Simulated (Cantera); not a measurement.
Charge: 1 mol Cu2O, 5.1 mol H2, 2.6 mol N2, held at 10000 Pa.

Method: chemical equilibrium by Gibbs-energy minimisation in Cantera with the NASA 1993 tables (ideal gas, pure condensed phases). Candidate condensed phases: Cu, CuO, Cu(OH)2, Cu2O, H2O; 27 gas species. Rates play no part.

### Question
Which condensed phases are stable at each of these points (T (°C)): 877, 927, 977, 1027, 1077, 1127, 1177, 1227, 1277, 1327, 1377?

### Answer
```tsv
T (°C)	condensed phases	Cu condensed (%)
877	Cu(s)	100.0
927	Cu(s)	100.0
977	Cu(s)	100.0
1027	Cu(s)	100.0
1077	Cu(s)	100.0
1127	Cu(l)	100.0
1177	Cu(l)	100.0
1227	Cu(l)	100.0
1277	Cu(l)	99.9
1327	Cu(l)	99.8
1377	Cu(l)	99.7
```

From 877 °C to 1077 °C the condensed part is Cu(s). From 1127 °C to 1377 °C the condensed part is Cu(l).
